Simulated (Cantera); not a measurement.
**Thermodynamics of halide evaporation, hydrolysis and transport, feed FeCl3 + HCl + H2**

Input: 1 mol FeCl3, 0.018 mol HCl, 0.29 mol H2, at 1425 °C and 1.40 Pa.

These are equilibrium values from Cantera (NASA tables, ideal gas, pure condensed phases), not measurements of a reactor. Candidate condensed phases: Fe, FeCl2, FeCl3; 11 gas species. The numbers say what is thermodynamically allowed, not how fast it happens.

- x(FeCl2) = 0.486
- x(HCl) = 0.288
- x(Cl) = 0.218
- x(Fe) = 0.00393
- x(H2) = 0.00157
- x(H) = 0.00153
- x(FeCl) = 8.33e-5
- x(Cl2) = 1.85e-5
- x(FeCl3) = 9.43e-6
- gas amount = 2.041 mol
- log10 activity of Fe(δ) (absent) = -2.04
- log10 activity of FeCl2(l) (absent) = -6.27
